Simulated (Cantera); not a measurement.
An isothermal, constant-pressure homogeneous reactor starts with CH₄ : H₂O = 1 : 3.1 (molar parts), at 1575 K and 750 Torr. Integrator tolerance rtol = 1e-08.

Detailed kinetics in Cantera: GRI-Mech 3.0 (53 species, 325 reactions).

Q: What does this change do: pressure from 750 Torr to 7500 Torr?

A: 
```csv
quantity,before,after
x(CH₄) at 2.00 s,0.0282 (gas-phase equilibrium 1.10e-7),0.0542 (gas-phase equilibrium 1.10e-5)
x(H₂O) at 2.00 s,0.436 (gas-phase equilibrium 0.316),0.417 (gas-phase equilibrium 0.316)
x(H₂) at 2.00 s,0.408 (gas-phase equilibrium 0.520),0.404 (gas-phase equilibrium 0.520)
x(CO) at 2.00 s,0.0743 (gas-phase equilibrium 0.136),0.0890 (gas-phase equilibrium 0.136)
x(CH₂CO) at 2.00 s,1.29e-5 (gas-phase equilibrium <1e-12),1.56e-6 (gas-phase equilibrium 9.57e-11)
```
